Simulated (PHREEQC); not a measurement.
Synthetic water in mg/L, 25 °C, pH 6.77, pe 9.6:

```json
[
 {"constituent": "Na", "mg/L": "0.392"},
 {"constituent": "K", "mg/L": "1.22"},
 {"constituent": "Ca", "mg/L": "1.87"},
 {"constituent": "Mg", "mg/L": "0.276"},
 {"constituent": "Cl", "mg/L": "1.51"},
 {"constituent": "S(6) as SO4", "mg/L": "3.29"},
 {"constituent": "Alkalinity as HCO3", "mg/L": "3.09"},
 {"constituent": "Cu(2)", "mg/L": "0.00174"},
 {"constituent": "N(5) as NO3", "mg/L": "0.0132"}
]
```

Valence states are taken as typed.

The numbers come from PHREEQC with the ion-association model, phreeqc.dat.

Precipitation was switched off in this run.

### Question
Predict the charge-balance error.

### Answer
charge-balance error 0.7 %.

### Question
In which forms is C present?

### Answer
HCO3- 73 %, CO2 27 % of the C.

The database's constant for dissolved Cu(OH)2 is higher than later reviews accept.
